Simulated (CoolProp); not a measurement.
Nitrogen along the isobar 4.41 MPa: fugacity coefficient from the reference equation and from simpler models built on Tc = -147.0 °C, pc = 3.396 MPa, ω = 0.037; each cubic takes its own stable root.

Computed with CoolProp (reference Helmholtz-energy equation of state, Span 2000).

```json
[
 {"T (°C)": "-179.15", "phase": "liquid", "reference": "0.1215"},
 {"T (°C)": "-159.05", "phase": "liquid", "reference": "0.3593"},
 {"T (°C)": "-138.95", "phase": "supercritical", "reference": "0.6529"},
 {"T (°C)": "-118.85", "phase": "supercritical", "reference": "0.7829"},
 {"T (°C)": "-98.75", "phase": "supercritical", "reference": "0.8558"},
 {"T (°C)": "-78.65", "phase": "supercritical", "reference": "0.9025"},
 {"T (°C)": "-58.55", "phase": "supercritical", "reference": "0.9341"},
 {"T (°C)": "-38.45", "phase": "supercritical", "reference": "0.9562"},
 {"T (°C)": "-18.35", "phase": "supercritical", "reference": "0.9721"},
 {"T (°C)": "1.75", "phase": "supercritical", "reference": "0.9837"},
 {"T (°C)": "21.85", "phase": "supercritical", "reference": "0.9924"},
 {"T (°C)": "41.95", "phase": "supercritical", "reference": "0.9989"},
 {"T (°C)": "62.05", "phase": "supercritical", "reference": "1.004"},
 {"T (°C)": "82.15", "phase": "supercritical", "reference": "1.008"}
]
```

Problem. How far does each simpler model (Soave-Redlich-Kwong, Peng-Robinson) lie from the reference over these 14 states: mean and median of the absolute difference, and the worst?

Solution. 
- Soave-Redlich-Kwong: mean 0.6 %, median 0.6 %, worst +1.4 % at -159.05 °C and 4.41 MPa
- Peng-Robinson: mean 2.0 %, median 1.8 %, worst -4.4 % at -138.95 °C and 4.41 MPa
